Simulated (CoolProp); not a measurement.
Vapour-liquid equilibrium of R125 (1) + R236FA (2) at 252.2 K; x and y are mole fractions of (1).

Computed with CoolProp (multi-fluid Helmholtz-energy mixture model, Lemmon 2005 and Pan 2012; pair parameters Bell 2016).

**Question.** Give the bubble pressure and the first vapour's composition at x = 0.35, 0.65, 0.95. Is there an azeotrope?

**Answer.** x = 0.35: 0.1385 MPa, y = 0.792; x = 0.65: 0.2226 MPa, y = 0.926; x = 0.95: 0.3103 MPa, y = 0.992. No azeotrope shows between x = 0.05 and 0.95.

The pair parameters rest on a limited set of measurements; away from them the model extrapolates.
